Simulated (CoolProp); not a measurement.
Vapour-liquid equilibrium of n-decane (1) + n-dodecane (2) at 77.55 °C; x and y are mole fractions of (1).

Computed with CoolProp (multi-fluid Helmholtz-energy mixture model, Lemmon 2006 and Lemmon 2004; pair parameters Bell 2016).

```json
[
 {"x": "0.05", "bubble pressure (MPa)": "0.0007876", "y at the bubble point": "0.226", "dew pressure at overall composition x (MPa)": "0.0006687", "liquid density (mol/L)": "4.178"},
 {"x": "0.2", "bubble pressure (MPa)": "0.001242", "y at the bubble point": "0.588", "dew pressure at overall composition x (MPa)": "0.0007671", "liquid density (mol/L)": "4.266"},
 {"x": "0.35", "bubble pressure (MPa)": "0.001705", "y at the bubble point": "0.757", "dew pressure at overall composition x (MPa)": "0.0008999", "liquid density (mol/L)": "4.359"},
 {"x": "0.5", "bubble pressure (MPa)": "0.002164", "y at the bubble point": "0.852", "dew pressure at overall composition x (MPa)": "0.001089", "liquid density (mol/L)": "4.456"},
 {"x": "0.65", "bubble pressure (MPa)": "0.002613", "y at the bubble point": "0.914", "dew pressure at overall composition x (MPa)": "0.001380", "liquid density (mol/L)": "4.557"},
 {"x": "0.8", "bubble pressure (MPa)": "0.003054", "y at the bubble point": "0.957", "dew pressure at overall composition x (MPa)": "0.001887", "liquid density (mol/L)": "4.664"},
 {"x": "0.95", "bubble pressure (MPa)": "0.003493", "y at the bubble point": "0.990", "dew pressure at overall composition x (MPa)": "0.002974", "liquid density (mol/L)": "4.778"}
]
```

No azeotrope shows between x = 0.05 and 0.95.

Pair parameters are fitted to limited data, so mixtures are less certain than the pure fluids. The gap from Raoult's law changes sign with composition, which may be real or a fault of the pair parameters; it wasn't checked against measurements.
